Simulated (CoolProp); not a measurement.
Vapour-liquid equilibrium of hydrogen sulfide (1) + n-pentane (2) at 318.5 K; x and y are mole fractions of (1).

The numbers come from the multi-fluid Helmholtz-energy mixture model, Lemmon 2006 and Thol 2019; pair parameters Kunz 2012 in CoolProp.

Q: Give the bubble pressure and the first vapour's composition at x = 0.05, 0.275, 0.8. Is there an azeotrope?

A: x = 0.05: 0.2903 MPa, y = 0.528; x = 0.275: 1.112 MPa, y = 0.885; x = 0.8: 2.537 MPa, y = 0.970. No azeotrope shows between x = 0.05 and 0.95.

The pair parameters rest on a limited set of measurements; away from them the model extrapolates. The gap from Raoult's law changes sign with composition, which may be real or a fault of the pair parameters; it wasn't checked against measurements.
